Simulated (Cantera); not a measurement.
Charge: 1 mol C, 0.31 mol H2O, 0.2 mol N2, at 1673 K and 10000 Pa.

Cantera equilibrium calculation (NASA polynomials, part measured and part estimated; ideal gas, pure solids and liquids). Candidate condensed phases: C, C6H6, C7H8, C8H18, H2O; 136 gas species. Rates play no part.

Q: What is the equilibrium state?

A: 
```json
{
 "x(CO)": "0.378",
 "x(H2)": "0.377",
 "x(N2)": "0.243",
 "x(HCN)": "0.000955",
 "x(H)": "0.000221",
 "x(HNC)": "2.67e-5",
 "x(C2H2 (acetylene))": "2.15e-5",
 "x(CH4)": "1.73e-5",
 "x(H2O)": "8.02e-6",
 "n(C(graphite))": "0.689 mol",
 "gas_amount": "0.8201 mol"
}
```
